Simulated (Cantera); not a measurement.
What does this Cantera script print?

```python
import numpy as np
import cantera as ct

gas = ct.Solution("gri30.yaml")
gas.TPX = 1098, 14000, {'C2H6': 1, 'N2': 17}
reactor = ct.IdealGasConstPressureReactor(gas, energy="off", clone=False)
net = ct.ReactorNet([reactor])
net.rtol, net.atol = 1e-08, 1e-18
show = ['C2H6', 'HCN', 'CH3', 'H', 'C2H']
times = np.geomspace(8e-06, 80, 9)

steps = ct.SolutionArray(gas, extra=["t"])
rows = []
print(f"{'t/s':>10s}{'T/K':>9s}{'P/Pa':>11s}" + "".join(f"{s:>11s}" for s in show))
for t in times:
    while net.time < t:
        t_next = net.step()
        steps.append(gas.state, t=t_next)
    rows.append([np.interp(t, steps.t, y) for y in (steps.T, steps.P, *steps(*show).X.T)])
    print(f"{t:10.3e}{rows[-1][0]:9.1f}{rows[-1][1]:11.4g}" + "".join(f"{x:11.3e}" for x in rows[-1][2:]))
rate = np.gradient(steps.T, steps.t)
print("integrator steps:", len(steps.t))
if steps.T.max() > steps.T[0] + 200:
    print(f"time of steepest temperature rise: {steps.t[rate.argmax()]:.4e} s")
gas.TPX = 1098, 14000, {'C2H6': 1, 'N2': 17}
gas.equilibrate("TP")
print(f"equilibrium (TP): T = {gas.T:.1f} K  " + "  ".join(f"{s} {gas[s].X[0]:.3e}" for s in show))
```

It prints:

```
       t/s      T/K       P/Pa       C2H6        HCN        CH3          H        C2H
 8.000e-06   1098.0    1.4e+04  5.556e-02  1.152e-25  1.855e-08  3.169e-12  4.052e-36
 5.999e-05   1098.0    1.4e+04  5.556e-02  4.721e-23  1.361e-07  1.198e-10  2.882e-30
 4.499e-04   1098.0    1.4e+04  5.555e-02  5.311e-19  8.685e-07  6.748e-09  2.253e-23
 3.374e-03   1098.0    1.4e+04  5.550e-02  2.600e-14  2.803e-06  1.802e-07  1.824e-16
 2.530e-02   1098.0    1.4e+04  5.339e-02  1.523e-12  7.618e-06  5.556e-07  7.816e-14
 1.897e-01   1098.0    1.4e+04  3.674e-02  3.446e-12  6.145e-06  6.824e-07  8.247e-13
 1.423e+00   1098.0    1.4e+04  1.903e-03  4.626e-12  1.190e-06  5.694e-07  4.025e-12
 1.067e+01   1098.0    1.4e+04  1.636e-04  4.680e-12  3.385e-07  2.056e-07  3.233e-12
 8.000e+01   1098.0    1.4e+04  1.120e-04  4.827e-12  3.439e-07  1.860e-07  4.362e-12
integrator steps: 1238
equilibrium (TP): T = 1098.0 K  C2H6 1.516e-05  HCN 3.128e-02  CH3 2.404e-07  H 1.335e-08  C2H 2.429e-13
```

Computed with Cantera and GRI-Mech 3.0 (53 species, 325 reactions). GRI-Mech 3.0 stops at C3 and has no aromatics, soot or wall deposition, so with more carbon than oxygen in the feed, carbon stays in small species such as C2H2 where larger ones or solid carbon would form.
